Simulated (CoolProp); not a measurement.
Vapour pressure (MPa) of methane: the reference equation beside estimates from Tc = 190.6 K, pc = 4.599 MPa, ω = 0.011. Clausius-Clapeyron is anchored at 152.1 K with a constant enthalpy of vaporisation of 6.495 kJ/mol.

Model: reference Helmholtz-energy equation of state, Setzmann 1991, in CoolProp.

```json
[
 {"T (K)": "138.7", "reference": "0.5991", "Clausius-Clapeyron": "0.6954", "van der Waals": "1.122", "Redlich-Kwong": "0.5542", "Soave-Redlich-Kwong": "0.6015", "Peng-Robinson": "0.6027"},
 {"T (K)": "143.2", "reference": "0.7539", "Clausius-Clapeyron": "0.8301", "van der Waals": "1.311", "Redlich-Kwong": "0.7120", "Soave-Redlich-Kwong": "0.7592", "Peng-Robinson": "0.7586"},
 {"T (K)": "147.7", "reference": "0.9357", "Clausius-Clapeyron": "0.9802", "van der Waals": "1.520", "Redlich-Kwong": "0.8991", "Soave-Redlich-Kwong": "0.9447", "Peng-Robinson": "0.9419"},
 {"T (K)": "152.1", "reference": "1.142", "Clausius-Clapeyron": "1.142", "van der Waals": "1.744", "Redlich-Kwong": "1.113", "Soave-Redlich-Kwong": "1.156", "Peng-Robinson": "1.150"},
 {"T (K)": "156.6", "reference": "1.385", "Clausius-Clapeyron": "1.324", "van der Waals": "1.994", "Redlich-Kwong": "1.365", "Soave-Redlich-Kwong": "1.404", "Peng-Robinson": "1.396"},
 {"T (K)": "161.1", "reference": "1.663", "Clausius-Clapeyron": "1.522", "van der Waals": "2.265", "Redlich-Kwong": "1.654", "Soave-Redlich-Kwong": "1.687", "Peng-Robinson": "1.677"},
 {"T (K)": "165.6", "reference": "1.980", "Clausius-Clapeyron": "1.736", "van der Waals": "2.557", "Redlich-Kwong": "1.981", "Soave-Redlich-Kwong": "2.009", "Peng-Robinson": "1.996"},
 {"T (K)": "170.1", "reference": "2.337", "Clausius-Clapeyron": "1.967", "van der Waals": "2.872", "Redlich-Kwong": "2.350", "Soave-Redlich-Kwong": "2.371", "Peng-Robinson": "2.356"},
 {"T (K)": "174.6", "reference": "2.739", "Clausius-Clapeyron": "2.214", "van der Waals": "3.210", "Redlich-Kwong": "2.761", "Soave-Redlich-Kwong": "2.776", "Peng-Robinson": "2.761"},
 {"T (K)": "179.1", "reference": "3.189", "Clausius-Clapeyron": "2.477", "van der Waals": "3.571", "Redlich-Kwong": "3.218", "Soave-Redlich-Kwong": "3.227", "Peng-Robinson": "3.213"}
]
```

Absolute difference from the reference over all 10 rows, mean and median: Clausius-Clapeyron 11.3 and 11.2 %, van der Waals 43.8 and 40.1 %, Redlich-Kwong 2.4 and 1.2 %, Soave-Redlich-Kwong 1.2 and 1.3 %, Peng-Robinson 0.7 and 0.8 %.
